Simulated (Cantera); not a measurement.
An isothermal, constant-pressure homogeneous reactor starts with 87.0 % NH3, 13.0 % H2, at 1648 K and 0.0780 bar.

Computed with Cantera and the gas-phase N/H chemistry of the illustrative SiF4/NH3 mechanism in the Surface Chemkin manual (1991). Walls and surfaces, which speed up NH3 decomposition in real reactors, are not modelled.

One state of this run: x NH3 = 0.818; x H2 = 0.168; x N2H2 = 1.51e-6; x N2 = 0.0137; x H = 1.46e-5. x: mole fraction; the columns are a selection and need not sum to one.

Problem. Which value of t (s) does it belong to?
A) 0.0669
B) 1.00
C) 2.00e-5
D) 0.000299

Solution. B, 1.00
